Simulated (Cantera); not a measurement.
An adiabatic, constant-pressure homogeneous reactor starts with CO : H2 : O2 : N2 : H2O = 1 : 1.1 : 1.36 : 5.32 : 1.3 (molar parts), at 1425 K and 1.01 bar.

Model: GRI-Mech 3.0 (53 species, 325 reactions), integrated in Cantera.

x: mole fraction; the columns are a selection and need not sum to one.

```tsv
t (s)	T (K)	x CO	x H2	x O2	x N2O	x HO2	x H2O	x NO2
9.00e-6	1425	0.0992	0.109	0.135	6.06e-12	1.80e-6	0.129	<1e-12
3.03e-5	1710	0.0759	0.0225	0.0757	1.04e-7	4.13e-5	0.196	7.84e-10
0.000102	2286	0.0338	0.0178	0.0510	1.72e-7	9.29e-6	0.219	9.28e-9
0.000343	2528	…	…	0.0436	…	7.43e-6	0.238	…
0.00116	2554	0.0207	0.00898	0.0423	3.86e-7	7.66e-6	0.240	3.66e-7
0.00389	2551	0.0207	0.00898	0.0413	3.90e-7	7.48e-6	0.240	…
0.0131	2546	0.0207	0.00899	0.0394	4.15e-7	7.13e-6	0.241	2.70e-6
0.0441	2544	0.0206	0.00899	0.0386	4.32e-7	6.99e-6	0.241	3.32e-6
0.149	2544	0.0206	0.00899	0.0386	4.32e-7	6.98e-6	0.241	3.32e-6
0.500	2544	0.0206	0.00899	0.0386	4.32e-7	6.98e-6	0.241	3.32e-6
```

Q: Some entries are withheld; supply them.

A: 
- 0.000343, x CO: 0.0224
- 0.000343, x H2: 0.00986
- 0.000343, x N2O: 3.49e-7
- 0.000343, x NO2: 8.55e-8
- 0.00389, x NO2: 1.18e-6
